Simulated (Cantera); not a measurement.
**Thermodynamics of boron, boron nitride and boron oxide, feed B2O3 + O2 + H2**

A closed system holds: 1 mol B2O3, 0.84 mol O2, 0.34 mol H2, at 10.0 mbar.

Cantera equilibrium calculation (NASA polynomials, part measured and part estimated; ideal gas, pure solids and liquids). Candidate condensed phases: B, B2O3, B3O3H3, H2O; 23 gas species. Gases not in the tables: H3BO3. Rates play no part.

| T (°C) | x O2 | x H2O | x B2O3 | x HBO2 | x BO2 | x O | x OH | n B2O3(l) |
|---|---|---|---|---|---|---|---|---|
| 777 | 0.663 | 0.336 | 3.26e-9 | 0.000411 | 3.63e-9 | 5.45e-9 | 2.25e-6 | 0.999 |
| 977 | 0.660 | 0.330 | 4.41e-6 | 0.00945 | 1.60e-6 | 5.62e-7 | 4.40e-5 | 0.995 |
| 1177 | 0.636 | 0.282 | 0.000751 | 0.0813 | 0.000125 | 1.60e-5 | 0.000349 | 0.956 |
| 1377 | 0.541 | 0.130 | 0.0348 | 0.290 | 0.00320 | 0.000190 | 0.00117 | 0.776 |
| 1577 | 0.324 | 0.0207 | 0.335 | 0.293 | 0.0254 | 0.00110 | 0.00148 | 0 |
| 1777 | 0.309 | 0.0263 | 0.322 | 0.274 | 0.0583 | 0.00541 | 0.00464 | 0 |
| 1977 | 0.280 | 0.0306 | 0.296 | 0.247 | 0.111 | 0.0195 | 0.0114 | 0 |
x: gas mole fraction; n: condensed amount in mol.

From 777 °C to 1377 °C the condensed part is B2O3(l). From 1577 °C to 1977 °C nothing is condensed.
